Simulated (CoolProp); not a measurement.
C3F8 (R218) at 221.37 K and 1.09 MPa is throttled through a valve to 0.377 MPa with no heat exchange. Each further row changes one setting.

Values from CoolProp's reference Helmholtz-energy equation of state, Lemmon 2006. It is a short technical equation, of lower accuracy than the large ones.

| case | temperature change (K) |
|---|---|
| as stated | +0.2 |
| outlet pressure 0.113 MPa | +0.3 |
| outlet pressure 0.49 MPa | +0.2 |
